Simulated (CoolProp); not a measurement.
Vapour-liquid equilibrium of benzene (1) + m-xylene (2) at 95 kPa; x and y are mole fractions of (1).

The numbers come from the multi-fluid Helmholtz-energy mixture model, Thol 2012 and Zhou 2012; pair parameters Bell 2016 in CoolProp.

| x | bubble temperature (°C) | y at the bubble point | dew temperature at overall composition x (°C) | liquid density (mol/L) |
|---|---|---|---|---|
| 0.05 | 130.5 | 0.194 | 135.2 | 7.290 |
| 0.125 | 122.5 | 0.405 | 132.8 | 7.515 |
| 0.2 | 115.7 | 0.553 | 130.3 | 7.738 |
| 0.275 | 109.9 | 0.659 | 127.6 | 7.962 |
| 0.35 | 104.9 | 0.739 | 124.7 | 8.188 |
| 0.425 | 100.5 | 0.799 | 121.6 | 8.418 |
| 0.5 | 96.6 | 0.846 | 118.3 | 8.653 |
| 0.575 | 93.0 | 0.884 | 114.6 | 8.896 |
| 0.65 | 89.8 | 0.915 | 110.5 | 9.146 |
| 0.725 | 86.9 | 0.939 | 105.8 | 9.404 |
| 0.8 | 84.2 | 0.960 | 100.4 | 9.673 |
| 0.875 | 81.7 | 0.977 | 93.9 | 9.952 |
| 0.95 | 79.4 | 0.992 | 85.5 | 10.24 |

No azeotrope shows between x = 0.05 and 0.95.

The pair parameters rest on a limited set of measurements; away from them the model extrapolates.
